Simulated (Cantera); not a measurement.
A perfectly stirred reactor is fed with H₂ : O₂ : N₂ = 1 : 0.625 : 2.25 (molar parts), equivalence ratio 0.80, at 10.0 bar; it is adiabatic with a 700 K inlet, and is followed from long to short residence time, starting on the burning branch (τ in s: 0.13, 0.053, 0.021, 0.0083, 0.0033, 0.0013, 0.00052, 0.00021, 8.2e-05, 3.2e-05).

Cantera simulation using the H2/O2 subset of GRI-Mech 3.0, which has no nitrogen chemistry; the numbers are that mechanism's predictions, not measurements. The hydrogen kinetics of GRI-Mech 3.0 are dated; newer H2 mechanisms differ, most at raised pressure.

Q: Predict: blow-out, bracketed by the residence times tried; x(H₂) at τ = 0.130 s; x(O₂) at τ = 0.130 s; x(O) at τ = 0.130 s; x(HO₂) at τ = 0.130 s; x(H₂O₂) at τ = 0.130 s; x(H₂) at τ = 1.30 ms; x(O₂) at τ = 1.30 ms; x(O) at τ = 1.30 ms; x(HO₂) at τ = 1.30 ms; x(H₂O₂) at τ = 1.30 ms.

A: 
```json
{
 "blow_out_bracketed_by_the_residence_times_tried": "burning at 32.0 µs, the shortest tried",
 "x(H₂) at τ = 0.130 s": "0.00311",
 "x(O₂) at τ = 0.130 s": "0.0357",
 "x(O) at τ = 0.130 s": "0.000945",
 "x(HO₂) at τ = 0.130 s": "1.19e-5",
 "x(H₂O₂) at τ = 0.130 s": "1.25e-6",
 "x(H₂) at τ = 1.30 ms": "0.00349",
 "x(O₂) at τ = 1.30 ms": "0.0358",
 "x(O) at τ = 1.30 ms": "0.00102",
 "x(HO₂) at τ = 1.30 ms": "1.24e-5",
 "x(H₂O₂) at τ = 1.30 ms": "1.26e-6"
}
```
